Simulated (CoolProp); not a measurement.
Saturated liquid density (kg/m³) of water: the reference equation beside estimates from Tc = 373.9 °C, pc = 22060 kPa, ω = 0.344.

The numbers come from the reference Helmholtz-energy equation of state, Wagner 2002 in CoolProp.

```json
[
 {"T (°C)": "118.95", "reference": "944.0", "van der Waals": "453.6", "Redlich-Kwong": "667.2", "Soave-Redlich-Kwong": "696.8", "Peng-Robinson": "786.1"},
 {"T (°C)": "121.65", "reference": "941.8", "van der Waals": "452.2", "Redlich-Kwong": "664.9", "Soave-Redlich-Kwong": "694.7", "Peng-Robinson": "783.9"},
 {"T (°C)": "124.25", "reference": "939.6", "van der Waals": "451.0", "Redlich-Kwong": "…", "Soave-Redlich-Kwong": "692.8", "Peng-Robinson": "…"},
 {"T (°C)": "126.85", "reference": "937.5", "van der Waals": "449.7", "Redlich-Kwong": "…", "Soave-Redlich-Kwong": "690.8", "Peng-Robinson": "…"},
 {"T (°C)": "129.55", "reference": "935.2", "van der Waals": "448.4", "Redlich-Kwong": "658.2", "Soave-Redlich-Kwong": "688.7", "Peng-Robinson": "777.4"},
 {"T (°C)": "132.15", "reference": "933.0", "van der Waals": "…", "Redlich-Kwong": "655.9", "Soave-Redlich-Kwong": "686.7", "Peng-Robinson": "775.3"},
 {"T (°C)": "134.75", "reference": "930.8", "van der Waals": "445.8", "Redlich-Kwong": "653.7", "Soave-Redlich-Kwong": "684.7", "Peng-Robinson": "773.1"},
 {"T (°C)": "137.45", "reference": "928.4", "van der Waals": "444.4", "Redlich-Kwong": "651.3", "Soave-Redlich-Kwong": "682.5", "Peng-Robinson": "770.8"},
 {"T (°C)": "140.05", "reference": "926.1", "van der Waals": "443.1", "Redlich-Kwong": "649.0", "Soave-Redlich-Kwong": "…", "Peng-Robinson": "768.5"},
 {"T (°C)": "142.75", "reference": "923.7", "van der Waals": "441.7", "Redlich-Kwong": "646.6", "Soave-Redlich-Kwong": "678.3", "Peng-Robinson": "766.2"},
 {"T (°C)": "145.35", "reference": "…", "van der Waals": "440.3", "Redlich-Kwong": "644.2", "Soave-Redlich-Kwong": "676.1", "Peng-Robinson": "763.9"},
 {"T (°C)": "147.95", "reference": "918.9", "van der Waals": "439.0", "Redlich-Kwong": "641.9", "Soave-Redlich-Kwong": "674.0", "Peng-Robinson": "761.6"},
 {"T (°C)": "150.65", "reference": "916.4", "van der Waals": "437.6", "Redlich-Kwong": "639.4", "Soave-Redlich-Kwong": "671.7", "Peng-Robinson": "759.1"},
 {"T (°C)": "153.25", "reference": "913.9", "van der Waals": "436.2", "Redlich-Kwong": "637.0", "Soave-Redlich-Kwong": "669.5", "Peng-Robinson": "756.7"},
 {"T (°C)": "155.85", "reference": "911.5", "van der Waals": "…", "Redlich-Kwong": "634.6", "Soave-Redlich-Kwong": "667.3", "Peng-Robinson": "754.3"}
]
```

Task: What belongs in the gaps?

Result: 
- 124.25, Redlich-Kwong: 662.7
- 124.25, Peng-Robinson: 781.8
- 126.85, Redlich-Kwong: 660.5
- 126.85, Peng-Robinson: 779.7
- 132.15, van der Waals: 447.1
- 140.05, Soave-Redlich-Kwong: 680.5
- 145.35, reference: 921.3
- 155.85, van der Waals: 434.8

Absolute difference from the reference over all 15 rows, mean and median: van der Waals 52.1 and 52.1 %, Redlich-Kwong 29.8 and 29.8 %, Soave-Redlich-Kwong 26.5 and 26.5 %, Peng-Robinson 17.0 and 17.0 %.
